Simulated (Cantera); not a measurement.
**Ignition delay**

Mixture: 9.44 % C₂H₄, 15.8 % O₂, 72.4 % N₂, 2.36 % H₂O, equivalence ratio 1.8, at 2.60 bar, adiabatic and at constant pressure. Ignition delay is the time to a rise of 400 K.

Model: GRI-Mech 3.0 (53 species, 325 reactions), integrated in Cantera. GRI-Mech 3.0 was tuned for natural gas; its chemistry of ethylene as a main component is partial and can be far from experiment.

| T0 (K) | delay (ms) |
|---|---|
| 1048 | 36.3 |
| 1123 | 5.43 |
| 1198 | 0.720 |
| 1273 | 0.130 |
| 1348 | 0.0402 |
| 1423 | 0.0208 |
